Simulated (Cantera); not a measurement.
Charge: 1 mol borazine, 2 mol H2O, 56 mol H2, 8.8 mol NH3, at 850 °C and 70.0 mbar.

Method: chemical equilibrium by Gibbs-energy minimisation in Cantera with the NASA 1993 tables (ideal gas, pure condensed phases). Candidate condensed phases: B, BN, B2O3, B3O3H3, H2O; 39 gas species. The feed counts by its element totals alone. Mutual solubility and eutectic melting of coexisting phases are not modelled. Kinetics and transport are ignored.

Base state: H2 0.935, N2 0.0635, H2O 0.00142, HBO2 3.65e-5 (mole fractions); condensed: BN(s) + B2O3(l).

### Question
What changes in the equilibrium state with this change: temperature from 850 °C to 1552 °C?

### Answer
```csv
species,before,after
H2,0.935,0.912
N2,0.0635,0.0659
HBO,5.69e-7,0.0168
B2O2,<1e-9,0.00112
BO,<1e-9,0.000506
B2O3,8.84e-9,0.000729
"BN(s), mol",1.74,1.19
"B2O3(l), mol",0.627,0
```
